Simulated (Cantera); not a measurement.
**Equilibrium for silicon nitride deposition: Si₂Cl₆ + NH₃**

Input: 1 mol Si₂Cl₆, 10 mol NH₃, at 2.60 mbar.

Equilibrium computed with Cantera from the NASA thermochemical tables; the gas is ideal and each condensed phase is pure. Candidate condensed phases: NH₄Cl, Si, Si₃N₄; 28 gas species. The feed counts by its element totals alone. The tables' values for SiCl₃ are old estimates; treat these amounts as uncertain. Rates play no part.

From 723 K to 1423 K the condensed part is Si₃N₄(s). The main Si-bearing gas is SiCl₄ at 723 K and SiCl₂ at 1423 K. The share of Si in condensed phases is highest at 1123 K (98.1 %) and lowest at 1423 K (75.8 %).

```csv
T (K),log p H₂,log p HCl,log p N₂,log p SiCl₂,log p SiCl₄,log p SiCl₃,log p H,log p SiHCl₃,n Si₃N₄(s)
723,-2.83,-3.19,-3.34,-13.61,-4.70,-10.36,-14.49,-7.86,0.612
823,-2.83,-3.17,-3.35,-11.23,-4.92,-9.05,-12.55,-7.50,0.634
923,-2.84,-3.16,-3.35,-9.37,-5.11,-8.04,-11.03,-7.24,0.645
1023,-2.84,-3.16,-3.35,-7.89,-5.27,-7.24,-9.80,-7.03,0.651
1123,-2.84,-3.15,-3.35,-6.68,-5.41,-6.59,-8.79,-6.86,0.654
1223,-2.84,-3.15,-3.35,-5.68,-5.54,-6.06,-7.94,-6.73,0.650
1323,-2.84,-3.17,-3.35,-4.87,-5.71,-5.66,-7.22,-6.67,0.617
1423,-2.83,-3.23,-3.33,-4.28,-6.06,-5.47,-6.59,-6.77,0.506
```
log p: log10 of the partial pressure in bar; n: condensed amount in mol.
